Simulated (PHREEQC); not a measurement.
Dissolve 0.003 mol/kgw CuSO4, 0.0062 mol/kgw H2SO4 and 0.039 mol/kgw H3BO3 at 25 °C. Closed to the air; pH follows from the charge balance.

Equilibrium calculation in PHREEQC: ion-association model, wateq4f.dat.

This is a speciation only: nothing precipitates in the calculation.

### Question
Predict the pH.

### Answer
pH 2.08.

### Question
In which forms is S present?

### Answer
SO4-2 59 %, HSO4- 32 %, CuSO4 8.8 % of the S.

Species that the database lacks are ignored.
